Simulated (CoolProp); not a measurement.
Nitrous oxide along the isotherm 199.95 °C: Z from the reference equation and from simpler models built on Tc = 36.4 °C, pc = 7.245 MPa, ω = 0.161; each cubic takes its own stable root.

Computed with CoolProp (reference Helmholtz-energy equation of state, Lemmon 2006). It is a short technical equation, of lower accuracy than the large ones.

| p (MPa) | phase | reference | van der Waals | Redlich-Kwong | Peng-Robinson |
|---|---|---|---|---|---|
| 4.02 | gas | ___ | 0.9444 | 0.9506 | 0.9519 |
| 8.05 | supercritical | 0.9181 | 0.8881 | 0.9049 | 0.9106 |
| 12.1 | supercritical | ___ | 0.8343 | 0.8654 | ___ |
| 16.1 | supercritical | 0.8541 | 0.7910 | ___ | 0.8547 |
| 20.1 | supercritical | 0.8341 | 0.7669 | ___ | 0.8414 |
| 24.1 | supercritical | ___ | 0.7665 | 0.8104 | 0.8373 |
| 28.2 | supercritical | ___ | 0.7863 | 0.8150 | 0.8412 |
| 32.2 | supercritical | 0.8341 | 0.8183 | 0.8282 | 0.8514 |
| 36.2 | supercritical | 0.8507 | 0.8578 | 0.8478 | 0.8666 |

### Question
Fill in the missing entries.

### Answer

- 4.02, reference: 0.9577
- 12.1, reference: 0.8827
- 12.1, Peng-Robinson: 0.8777
- 16.1, Redlich-Kwong: 0.8355
- 20.1, Redlich-Kwong: 0.8169
- 24.1, reference: 0.8243
- 28.2, reference: 0.8247
